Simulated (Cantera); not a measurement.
**Hydrocarbon pyrolysis for carbon deposition**

An isothermal, constant-pressure homogeneous reactor starts with C2H4 : H2 = 1 : 32 (molar parts), at 1025 K and 0.890 bar.

Detailed kinetics in Cantera: GRI-Mech 3.0 (53 species, 325 reactions). GRI-Mech 3.0 was tuned for natural gas; its chemistry of ethylene as a main component is partial and can be far from experiment. GRI-Mech 3.0 stops at C3 and has no aromatics, soot or wall deposition, so with more carbon than oxygen in the feed, carbon stays in small species such as C2H2 where larger ones or solid carbon would form.

```csv
t (s),x C2H4,x H2,x CH2,x C2H,x CH3,x C2H2
5.00e-5,0.0303,0.970,<1e-12,<1e-12,<1e-12,5.59e-11
0.000213,0.0303,0.970,<1e-12,<1e-12,<1e-12,2.38e-10
0.000910,0.0303,0.970,<1e-12,<1e-12,<1e-12,1.02e-9
0.00388,0.0303,0.970,<1e-12,<1e-12,<1e-12,4.35e-9
0.0166,0.0303,0.970,<1e-12,<1e-12,<1e-12,1.87e-8
0.0707,0.0303,0.970,<1e-12,<1e-12,<1e-12,8.24e-8
0.302,0.0302,0.970,<1e-12,<1e-12,7.85e-12,5.15e-7
1.29,0.0223,0.969,<1e-12,<1e-12,2.75e-9,2.09e-5
5.49,0.0117,0.968,<1e-12,<1e-12,1.25e-8,4.66e-5
23.4,0.00937,0.962,<1e-12,<1e-12,3.76e-8,3.81e-5
100,0.00419,0.948,<1e-12,<1e-12,8.21e-8,1.72e-5
```
x: mole fraction; the columns are a selection and need not sum to one.

Equilibrium at this temperature and pressure: C2H4 6.19e-7, H2 0.938, CH2 <1e-12, C2H <1e-12, CH3 5.27e-9, C2H2 2.51e-9 (gas phase only).
